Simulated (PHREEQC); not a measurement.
Dissolve 0.0051 mol H2SO4, 4e-05 mol CuSO4 and 0.00052 mol Na2SO4 per kg of water at 55 °C. Closed to the air; pH follows from the charge balance.

Equilibrium calculation in PHREEQC: ion-association model, wateq4f.dat.

```
Property                  Result
----------------  --------------
pH                          2.17
ionic strength    0.0114 mol/kgw
total alkalinity    -10.2 meq/kg
```

```json
[
 {"species": "H+", "molality": "0.00743", "activity": "0.00672", "log γ": "-0.044"},
 {"species": "SO4-2", "molality": "0.00287", "activity": "0.00183", "log γ": "-0.196"},
 {"species": "HSO4-", "molality": "0.00277", "activity": "0.00247", "log γ": "-0.050"},
 {"species": "Na+", "molality": "0.00103", "activity": "0.000918", "log γ": "-0.050"},
 {"species": "Cu+2", "molality": "3.10e-5", "activity": "2.00e-5", "log γ": "-0.190"},
 {"species": "NaSO4-", "molality": "1.12e-5", "activity": "1.00e-5", "log γ": "-0.048"},
 {"species": "CuSO4", "molality": "8.99e-6", "activity": "9.02e-6", "log γ": "0.001"}
]
```

No solid was allowed to form. At this temperature some constants are extrapolated from 25 °C, and those without enthalpy data are left unchanged.
